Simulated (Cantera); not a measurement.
Stirred combustor or abatement burner

A perfectly stirred reactor is fed with 37.1 % H2, 13.2 % O2, 49.7 % N2, at 1000000 Pa; it is adiabatic with a 650 K inlet, and is followed from long to short residence time, starting on the burning branch (τ in s: 0.045, 0.02, 0.0088, 0.0039, 0.0017, 0.00077, 0.00034, 0.00015, 6.8e-05, 3e-05, 1.3e-05, 5.9e-06).

Cantera simulation using the H2/O2 subset of GRI-Mech 3.0, which has no nitrogen chemistry; the numbers are that mechanism's predictions, not measurements. The hydrogen kinetics of GRI-Mech 3.0 are dated; newer H2 mechanisms differ, most at raised pressure.

```tsv
τ (s)	T (K)	x H2	x O2	x H2O	x O	x HO2	x H2O2
0.045	2564	0.121	4.56e-5	0.302	4.12e-5	9.06e-8	5.10e-8
0.020	2564	0.121	5.11e-5	0.302	4.22e-5	9.64e-8	5.29e-8
0.0088	2563	0.121	6.33e-5	0.302	4.47e-5	1.10e-7	5.72e-8
0.0039	2560	0.121	8.92e-5	0.302	5.00e-5	1.40e-7	6.66e-8
0.0017	2555	0.121	0.000143	0.301	6.23e-5	2.11e-7	8.72e-8
0.00077	2546	0.121	0.000239	0.300	8.78e-5	3.69e-7	1.27e-7
0.00034	2530	0.121	0.000416	0.299	0.000143	7.48e-7	2.04e-7
0.00015	2503	0.121	0.000726	0.296	0.000255	1.61e-6	3.34e-7
6.8e-5	2465	0.120	0.00124	0.292	0.000460	3.34e-6	5.20e-7
3.0e-5	2409	0.120	0.00213	0.287	0.000840	6.77e-6	7.73e-7
1.3e-5	2328	0.121	0.00367	0.279	0.00149	1.33e-5	1.10e-6
5.9e-6	2226	0.122	0.00607	0.270	0.00240	2.48e-5	1.53e-6
```
x: mole fraction; the columns are a selection and need not sum to one.
